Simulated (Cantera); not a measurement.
## Adiabatic ignition

An adiabatic, constant-pressure homogeneous reactor starts with 2.15 % C₂H₄, 17.9 % O₂, 67.3 % N₂, 12.7 % H₂O, at 1250 K and 0.987 atm.

Cantera simulation using GRI-Mech 3.0 (53 species, 325 reactions); the numbers are that mechanism's predictions, not measurements. GRI-Mech 3.0 was tuned for natural gas; its chemistry of ethylene as a main component is partial and can be far from experiment.

```json
[
 {"t (s)": "1.00e-6", "T (K)": "1250", "x C₂H₄": "0.0215", "x O₂": "0.179", "x H₂O": "0.127", "x C₂H₂": "1.29e-9", "x O": "1.94e-12", "x N₂O": "<1e-12"},
 {"t (s)": "3.14e-6", "T (K)": "1250", "x C₂H₄": "0.0215", "x O₂": "0.179", "x H₂O": "0.127", "x C₂H₂": "4.04e-9", "x O": "1.15e-11", "x N₂O": "<1e-12"},
 {"t (s)": "9.85e-6", "T (K)": "1250", "x C₂H₄": "0.0215", "x O₂": "0.179", "x H₂O": "0.127", "x C₂H₂": "1.27e-8", "x O": "5.74e-11", "x N₂O": "<1e-12"},
 {"t (s)": "3.09e-5", "T (K)": "1250", "x C₂H₄": "0.0215", "x O₂": "0.179", "x H₂O": "0.127", "x C₂H₂": "4.02e-8", "x O": "4.69e-10", "x N₂O": "<1e-12"},
 {"t (s)": "9.70e-5", "T (K)": "1250", "x C₂H₄": "0.0215", "x O₂": "0.179", "x H₂O": "0.127", "x C₂H₂": "1.95e-7", "x O": "6.77e-8", "x N₂O": "<1e-12"},
 {"t (s)": "0.000305", "T (K)": "1831", "x C₂H₄": "<1e-12", "x O₂": "0.114", "x H₂O": "0.159", "x C₂H₂": "<1e-12", "x O": "0.00484", "x N₂O": "3.99e-7"},
 {"t (s)": "0.000956", "T (K)": "1970", "x C₂H₄": "<1e-12", "x O₂": "0.114", "x H₂O": "0.168", "x C₂H₂": "<1e-12", "x O": "0.000370", "x N₂O": "4.71e-7"},
 {"t (s)": "0.00300", "T (K)": "1977", "x C₂H₄": "<1e-12", "x O₂": "0.114", "x H₂O": "0.169", "x C₂H₂": "<1e-12", "x O": "0.000191", "x N₂O": "2.49e-7"},
 {"t (s)": "0.00942", "T (K)": "1977", "x C₂H₄": "<1e-12", "x O₂": "0.114", "x H₂O": "0.169", "x C₂H₂": "<1e-12", "x O": "0.000190", "x N₂O": "2.47e-7"},
 {"t (s)": "0.0296", "T (K)": "1977", "x C₂H₄": "<1e-12", "x O₂": "0.114", "x H₂O": "0.169", "x C₂H₂": "<1e-12", "x O": "0.000190", "x N₂O": "2.47e-7"},
 {"t (s)": "0.0928", "T (K)": "1977", "x C₂H₄": "<1e-12", "x O₂": "0.114", "x H₂O": "0.169", "x C₂H₂": "<1e-12", "x O": "0.000190", "x N₂O": "2.47e-7"},
 {"t (s)": "0.291", "T (K)": "1977", "x C₂H₄": "<1e-12", "x O₂": "0.114", "x H₂O": "0.169", "x C₂H₂": "<1e-12", "x O": "0.000189", "x N₂O": "2.47e-7"},
 {"t (s)": "0.914", "T (K)": "1975", "x C₂H₄": "<1e-12", "x O₂": "0.114", "x H₂O": "0.169", "x C₂H₂": "<1e-12", "x O": "0.000187", "x N₂O": "2.46e-7"},
 {"t (s)": "2.87", "T (K)": "1973", "x C₂H₄": "<1e-12", "x O₂": "0.113", "x H₂O": "0.169", "x C₂H₂": "<1e-12", "x O": "0.000183", "x N₂O": "2.45e-7"},
 {"t (s)": "9.00", "T (K)": "1968", "x C₂H₄": "<1e-12", "x O₂": "0.112", "x H₂O": "0.169", "x C₂H₂": "<1e-12", "x O": "0.000176", "x N₂O": "2.45e-7"}
]
```
x: mole fraction; the columns are a selection and need not sum to one.

```yaml
time_of_steepest_temperature_rise: 0.215 ms
temperature at 9.00 s: 1968 K
equilibrium_temperature: 1967 K
x(C₂H₄) at 9.00 s: <1e-12 (gas-phase equilibrium <1e-12)
x(O₂) at 9.00 s: 0.112 (gas-phase equilibrium 0.112)
x(H₂O) at 9.00 s: 0.169 (gas-phase equilibrium 0.169)
```
